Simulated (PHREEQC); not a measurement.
Make-up at 25 °C: 0.014 mol FeCl3, 9.6e-05 mol Na2SeO4 and 0.036 mol H2SO4 per kg of water. Closed to the air; pH follows from the charge balance.

Equilibrium calculation in PHREEQC: ion-association model, wateq4f.dat.

No solid was allowed to form.

### Question
Predict the pH, ionic strength.

### Answer
pH 1.35; ionic strength 0.0868 mol/kgw.

### Question
In which forms is Na present?

### Answer
Na+ 99 %, NaSO4- 1.4 % of the Na.

Saturation is exceeded, for instance for Hematite (slow to form), Goethite (slow to form); the values hold only as long as no solid forms.
